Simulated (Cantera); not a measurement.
Feed: 1 mol AlCl₃, 1.9 mol HCl, 5.4 mol N₂, held at 75.0 Torr.

Equilibrium computed with Cantera from the NASA thermochemical tables; the gas is ideal and each condensed phase is pure. Candidate condensed phases: Al, AlCl₃, AlN, NH₄Cl; 20 gas species. The tables' values for AlCl₂ are old estimates; treat these amounts as uncertain. The numbers say what is thermodynamically allowed, not how fast it happens.

x: gas mole fraction; nothing condenses.

| T (°C) | x N₂ | x HCl | x AlCl₃ | x Cl | x AlCl₂ | x H₂ | x AlCl |
|---|---|---|---|---|---|---|---|
| 1475 | 0.649 | 0.226 | 0.119 | 0.00366 | 0.00123 | 0.00118 | 4.45e-5 |
| 1500 | 0.649 | 0.226 | 0.118 | 0.00431 | 0.00157 | 0.00131 | 6.81e-5 |
| 1525 | 0.648 | 0.225 | 0.118 | 0.00506 | 0.00198 | 0.00144 | 0.000102 |
| 1550 | 0.648 | 0.225 | 0.117 | 0.00592 | 0.00248 | 0.00157 | 0.000151 |
| 1575 | 0.647 | 0.224 | 0.117 | 0.00692 | 0.00307 | 0.00170 | 0.000220 |
| 1600 | 0.647 | 0.224 | 0.116 | 0.00808 | 0.00377 | 0.00183 | 0.000315 |
| 1625 | 0.646 | 0.223 | 0.115 | (withheld) | 0.00458 | 0.00196 | (withheld) |
| 1650 | 0.645 | 0.223 | 0.113 | 0.0109 | 0.00551 | 0.00208 | 0.000615 |
| 1675 | 0.644 | 0.222 | 0.112 | (withheld) | 0.00658 | 0.00219 | (withheld) |
| 1700 | 0.642 | 0.221 | 0.110 | 0.0147 | 0.00778 | 0.00229 | 0.00113 |
| 1725 | 0.641 | 0.221 | 0.108 | 0.0170 | 0.00911 | 0.00239 | 0.00150 |
| 1750 | 0.639 | 0.220 | 0.106 | 0.0197 | 0.0106 | 0.00248 | 0.00196 |
| 1775 | 0.638 | 0.219 | 0.103 | 0.0226 | 0.0122 | 0.00257 | 0.00254 |

**Question.** Some entries are withheld; supply them.

**Answer.** 
- 1675, x Cl: 0.0127
- 1675, x AlCl: 0.000839
- 1625, x Cl: 0.00941
- 1625, x AlCl: 0.000443
